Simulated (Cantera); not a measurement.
An adiabatic, constant-pressure homogeneous reactor starts with CO : H2 : CH4 : O2 : N2 = 1 : 0.55 : 0.24 : 3.8 : 14.3 (molar parts), at 1525 K and 150000 Pa. Integrator tolerance rtol = 1e-08.

Cantera simulation using GRI-Mech 3.0 (53 species, 325 reactions); the numbers are that mechanism's predictions, not measurements.

Problem. What does this change do: 0.031 parts C2H6 added?

Solution. 
```
quantity                                                              before                                      after
---------------------------------  -----------------------------------------  -----------------------------------------
time of steepest temperature rise                                    25.0 µs                                    23.8 µs
temperature at 2.00 s                                                 2290 K                                     2332 K
equilibrium temperature                                               2290 K                                     2332 K
x(CO) at 2.00 s                      0.00159 (gas-phase equilibrium 0.00159)    0.00220 (gas-phase equilibrium 0.00220)
x(H2) at 2.00 s                    0.000233 (gas-phase equilibrium 0.000233)  0.000328 (gas-phase equilibrium 0.000328)
x(CH4) at 2.00 s                       <1e-12 (gas-phase equilibrium <1e-12)      <1e-12 (gas-phase equilibrium <1e-12)
x(O) at 2.00 s                       0.00137 (gas-phase equilibrium 0.00137)    0.00170 (gas-phase equilibrium 0.00170)
x(C2H6) at 2.00 s                      <1e-12 (gas-phase equilibrium <1e-12)      <1e-12 (gas-phase equilibrium <1e-12)
x(H) at 2.00 s                     0.000115 (gas-phase equilibrium 0.000115)  0.000170 (gas-phase equilibrium 0.000170)
```

Problem. What does this change do: initial temperature 1525 to 1250 K?

Solution. 
```tsv
quantity	before	after
time of steepest temperature rise	25.0 µs	88.6 µs
temperature at 2.00 s	2290 K	2071 K
equilibrium temperature	2290 K	2069 K
x(CO) at 2.00 s	0.00159 (gas-phase equilibrium 0.00159)	0.000344 (gas-phase equilibrium 0.000340)
x(H2) at 2.00 s	0.000233 (gas-phase equilibrium 0.000233)	5.84e-5 (gas-phase equilibrium 5.79e-5)
x(CH4) at 2.00 s	<1e-12 (gas-phase equilibrium <1e-12)	<1e-12 (gas-phase equilibrium <1e-12)
x(O) at 2.00 s	0.00137 (gas-phase equilibrium 0.00137)	0.000334 (gas-phase equilibrium 0.000330)
x(C2H6) at 2.00 s	<1e-12 (gas-phase equilibrium <1e-12)	<1e-12 (gas-phase equilibrium <1e-12)
x(H) at 2.00 s	0.000115 (gas-phase equilibrium 0.000115)	1.63e-5 (gas-phase equilibrium 1.61e-5)
```

Problem. What does this change do: pressure from 150000 Pa to 100000 Pa?

Solution. 
```csv
quantity,before,after
time of steepest temperature rise,25.0 µs,36.4 µs
temperature at 2.00 s,2290 K,2285 K
equilibrium temperature,2290 K,2285 K
x(CO) at 2.00 s,0.00159 (gas-phase equilibrium 0.00159),0.00188 (gas-phase equilibrium 0.00188)
x(H2) at 2.00 s,0.000233 (gas-phase equilibrium 0.000233),0.000276 (gas-phase equilibrium 0.000276)
x(CH4) at 2.00 s,<1e-12 (gas-phase equilibrium <1e-12),<1e-12 (gas-phase equilibrium <1e-12)
x(O) at 2.00 s,0.00137 (gas-phase equilibrium 0.00137),0.00162 (gas-phase equilibrium 0.00162)
x(C2H6) at 2.00 s,<1e-12 (gas-phase equilibrium <1e-12),<1e-12 (gas-phase equilibrium <1e-12)
x(H) at 2.00 s,0.000115 (gas-phase equilibrium 0.000115),0.000149 (gas-phase equilibrium 0.000149)
```
